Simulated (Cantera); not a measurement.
Ignition delay

Mixture: CH4 : H2 : O2 : N2 = 1 : 0.091 : 4.65 : 17.5 (molar parts), equivalence ratio 0.44, at 28.0 bar, adiabatic and at constant pressure. Ignition delay is the time to a rise of 400 K.

Cantera simulation using GRI-Mech 3.0 (53 species, 325 reactions); the numbers are that mechanism's predictions, not measurements. The pressure lies above the range GRI-Mech 3.0 was tuned for (to about 10 atm).

```tsv
T0 (K)	delay (ms)
1225	0.508
1300	0.233
1375	0.117
1450	0.0625
1525	0.0350
1600	0.0204
```

The apparent activation energy between 1450 and 1600 K is 140 kJ/mol.
